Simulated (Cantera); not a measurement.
## Equilibrium for hydrogen reduction and annealing atmospheres: CuO + H2 + N2

Charge: 1 mol CuO, 11 mol H2, 2.3 mol N2, at 63.0 Pa.

Equilibrium computed with Cantera from the NASA thermochemical tables; the gas is ideal and each condensed phase is pure. Candidate condensed phases: Cu, CuO, Cu(OH)2, Cu2O, H2O; 27 gas species. Rates play no part.

```
T (°C)  log p H2  log p N2  log p H2O  log p Cu  log p H  n Cu(s)  n Cu(l)
------  --------  --------  ---------  --------  -------  -------  -------
1077       -3.32     -3.96      -4.32     -6.31    -7.29    0.990        0
1127       -3.33     -3.96      -4.33     -5.87    -6.98        0    0.971
1177       -3.33     -3.97      -4.33     -5.46    -6.69        0    0.927
1227       -3.33     -3.97      -4.33     -5.08    -6.42        0    0.824
1277       -3.34     -3.98      -4.34     -4.73    -6.17        0    0.596
1327       -3.35     -3.99      -4.35     -4.40    -5.94        0    0.102
1377       -3.36     -3.99      -4.36     -4.36    -5.72        0        0
1427       -3.36     -4.00      -4.36     -4.36    -5.51        0        0
1477       -3.36     -4.00      -4.36     -4.36    -5.31        0        0
1527       -3.36     -4.00      -4.36     -4.36    -5.13        0        0
1577       -3.37     -4.00      -4.36     -4.36    -4.95        0        0
1627       -3.37     -4.00      -4.36     -4.36    -4.79        0        0
1677       -3.38     -4.00      -4.37     -4.36    -4.63        0        0
1727       -3.38     -4.01      -4.37     -4.37    -4.48        0        0
```
log p: log10 of the partial pressure in bar; n: condensed amount in mol.

At 1077 °C the condensed part is Cu(s). From 1127 °C to 1327 °C the condensed part is Cu(l). From 1377 °C to 1727 °C nothing is condensed. The main Cu-bearing gas is Cu throughout.
